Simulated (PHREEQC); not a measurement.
A solution holds 0.07 mol HCl and 0.11 mol MnSO4 per kg of water, at 58 °C. Closed to the air; pH follows from the charge balance.

Equilibrium calculation in PHREEQC: ion-association model, phreeqc.dat.

No solid was allowed to form.

Order these Cl species by the share of Cl that they hold, largest first: MnCl+, Cl-, MnCl2.

Cl- (93 %), MnCl+ (6.9 %), MnCl2 (0.18 %)

Order these S species by the share of S that they hold, largest first: MnSO4, HSO4-, SO4-2.

HSO4- (39 %), MnSO4 (35 %), SO4-2 (26 %)

The pH is 1.68 and the ionic strength 0.259 mol/kgw. At this temperature some constants are extrapolated from 25 °C, and those without enthalpy data are left unchanged.
